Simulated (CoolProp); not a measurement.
Vapour-liquid equilibrium of n-heptane (1) + ethylbenzene (2) at 2.16 bar; x and y are mole fractions of (1).

The numbers come from the multi-fluid Helmholtz-energy mixture model, Span 2003 and Zhou 2012; pair parameters Bell 2016 in CoolProp.

Task: Give the bubble temperature and the first vapour's composition at x = 0.2, 0.65, 0.95. Is there an azeotrope?

Result: x = 0.2: 152.7 °C, y = 0.405; x = 0.65: 135.1 °C, y = 0.810; x = 0.95: 127.6 °C, y = 0.975. No azeotrope shows between x = 0.05 and 0.95.

The pair parameters rest on a limited set of measurements; away from them the model extrapolates.
